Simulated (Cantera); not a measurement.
A perfectly stirred reactor is fed with 2.02 % CO, 0.394 % O2, 5.77 % H2O, 91.6 % N2, 0.174 % CH4, equivalence ratio 3.4, at 10.0 bar; it is held at 1350 K, and followed from long to short residence time.

Detailed kinetics in Cantera: GRI-Mech 3.0 (53 species, 325 reactions).

**Question.** Predict: x(CO) at τ = 8.30 s; x(O2) at τ = 8.30 s; x(H2O) at τ = 8.30 s; x(CO) at τ = 0.150 s; x(O2) at τ = 0.150 s; x(H2O) at τ = 0.150 s; x(NO) at τ = 0.150 s; x(H2O2) at τ = 0.150 s.

**Answer.** 
```json
{
  "x(CO) at τ = 8.30 s": "0.00725",
  "x(O2) at τ = 8.30 s": "4.32e-5",
  "x(H2O) at τ = 8.30 s": "0.0515",
  "x(CO) at τ = 0.150 s": "0.0126",
  "x(O2) at τ = 0.150 s": "0.000407",
  "x(H2O) at τ = 0.150 s": "0.0555",
  "x(NO) at τ = 0.150 s": "2.05e-9",
  "x(H2O2) at τ = 0.150 s": "3.17e-9"
}
```
